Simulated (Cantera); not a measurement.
Input (Python, Cantera) and output of one run.

```python
import numpy as np
import cantera as ct

gas_names = """
    CL CL2 H HCL H2 Si SiCL SiCL2 SiCL3 SiCL4 SiH SiHCL3 SiH2 SiH2CL2 SiH3 SiH3CL SiH4 Si2 Si3
""".split()
cond_names = """
    Si(cr) Si(L)
""".split()


# ... load() reads the species with a 1 bar reference pressure and builds the phases ...
atoms = {
    'Si': {'Si': 1},
    'HCl': {'H': 1, 'CL': 1},
}
top_T = {}  # K; cautious upper limits of use, not melting points


# ... equilibrate(T, P, feed) seeds the gas with the atoms and calls Mixture.equilibrate('TP', solver="vcs", rtol=1e-11, max_steps=5000) ...
results = []
feed = {'Si': 1, 'HCl': 26}  # mol
P = 1000  # Pa
for T in [475, 675, 875, 1075, 1275, 1475, 1675]:
    mix = equilibrate(T, P, feed)
    results.append((T, P, feed, dict(zip(mix.species_names, mix.species_moles))))
    x = sorted(zip(gas.X, gas.species_names), reverse=True)
    print(f"T = {T:g} K  P = {P:g} Pa  gas = {mix.phase_moles(0):.4g} mol")
    print("   x: " + "  ".join(f"{s} {v:.3e}" for v, s in x if v > 0.0001))
    print("   condensed (mol): " + ("  ".join(f"{mix.phase(i).name} {mix.phase_moles(i):.4g}"
          for i in range(1, mix.n_phases) if mix.phase_moles(i) > 1e-12) or "none"))
```

It prints:

```
T = 475 K  P = 1000 Pa  gas = 25 mol
   x: HCL 8.800e-01  H2 8.000e-02  SiCL4 4.000e-02
   condensed (mol): none
T = 675 K  P = 1000 Pa  gas = 25 mol
   x: HCL 8.800e-01  H2 8.000e-02  SiCL4 4.000e-02
   condensed (mol): none
T = 875 K  P = 1000 Pa  gas = 25 mol
   x: HCL 8.800e-01  H2 7.999e-02  SiCL4 3.999e-02
   condensed (mol): none
T = 1075 K  P = 1000 Pa  gas = 25 mol
   x: HCL 8.801e-01  H2 7.992e-02  SiCL4 3.988e-02
   condensed (mol): none
T = 1275 K  P = 1000 Pa  gas = 25.02 mol
   x: HCL 8.812e-01  H2 7.881e-02  SiCL4 3.816e-02  SiCL3 1.350e-03  SiCL2 3.108e-04  SiHCL3 1.378e-04
   condensed (mol): none
T = 1475 K  P = 1000 Pa  gas = 25.28 mol
   x: HCL 8.919e-01  H2 6.819e-02  SiCL4 2.483e-02  SiCL3 7.282e-03  SiCL2 7.267e-03  CL 3.589e-04  SiHCL3 1.796e-04
   condensed (mol): none
T = 1675 K  P = 1000 Pa  gas = 25.77 mol
   x: HCL 9.060e-01  H2 5.133e-02  SiCL2 2.359e-02  SiCL3 8.613e-03  SiCL4 6.531e-03  CL 3.625e-03  H 2.631e-04
   condensed (mol): none
```

Cantera equilibrium calculation (NASA polynomials, part measured and part estimated; ideal gas, pure solids and liquids). The tables' values for SiCl3 are old estimates; treat these amounts as uncertain.
